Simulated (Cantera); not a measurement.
Charge: 1 mol C2H5OH, 0.073 mol H2O, 15 mol H2, held at 2198 K and 1000 Pa.

Cantera equilibrium calculation (NASA polynomials, part measured and part estimated; ideal gas, pure solids and liquids). Candidate condensed phases: C, C6H6, C7H8, C8H18, H2O; 110 gas species. The numbers say what is thermodynamically allowed, not how fast it happens.

Base state: H2 0.891, CO 0.0546, H 0.0526, C2H2 (acetylene) 0.00226 (mole fractions); condensed: C(graphite).

Q: What changes in the equilibrium state with this change: temperature from 2198 K to 1250 K?

A: 
```csv
species,before,after
H2,0.891,0.944
CO,0.0546,0.0560
CH4,2.09e-6,9.79e-5
H,0.0526,4.70e-6
C2H2 (acetylene),0.00226,2.38e-7
"C(graphite), mol",0.838,0.925
```

Q: What changes in the equilibrium state with this change: 1.2 mol CO2 added?

A: 
```
species            before     after
----------------  -------  --------
H2                  0.891     0.792
CO                 0.0546     0.146
H                  0.0526    0.0495
H2O               2.79e-8    0.0120
C2H2 (acetylene)  0.00226     <1e-9
CO2                 <1e-9  0.000420
OH                  <1e-9  0.000104
C(graphite), mol    0.838         0
```

Q: What changes in the equilibrium state with this change: pressure from 1000 Pa to 400 Pa?

A: 
```tsv
species	before	after
H2	0.891	0.862
H	0.0526	0.0818
CO	0.0546	0.0538
C2H2 (acetylene)	0.00226	0.00219
C(graphite), mol	0.838	0.839
```
